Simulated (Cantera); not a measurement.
A closed system holds: 1 mol Si2Cl6, a varied amount of N2, held at 113 Torr.

Equilibrium computed with Cantera from the NASA thermochemical tables; the gas is ideal and each condensed phase is pure. Candidate condensed phases: Si, Si3N4; 13 gas species. The feed counts by its element totals alone. N2 is the only nitrogen source here; it is nearly inert below about 1500 K, so the nitride shown seldom forms there in practice. The tables' values for SiCl3 are old estimates. Equilibrium is a limit: real reactors are often held back by kinetics, nucleation or transport.

Stable condensed phases, one row left out:

```
T in °C \ n(N2) in mol
          12  48  83 120 160 190 230 260
   1352    A   A   A   A   A   A   A   A
   1252    B   B   A   A   A   A   A   A
   1202    B   B   B   B   B   B   B   B
   1152    B   B   B   B   B   B   B   B
   1102    B   B   B   B   B   B   B   B
   1052    B   B   B   B   B   B   B   B
   1002    B   B   B   B   B   B   B   B
    952    B   B   B   B   B   B   B   B
    902    B   B   B   B   B   B   B   B
    852    B   B   B   B   B   B   B   B
    802    B   B   B   B   B   B   B   B
    752    B   B   B   B   B   B   B   B
    702    B   B   B   B   B   B   B   B
```

A: gas only; B: Si3N4.

Q: Give the row for 1302 °C.

A: 12: Si3N4; 48: gas only; 83: gas only; 120: gas only; 160: gas only; 190: gas only; 230: gas only; 260: gas only.
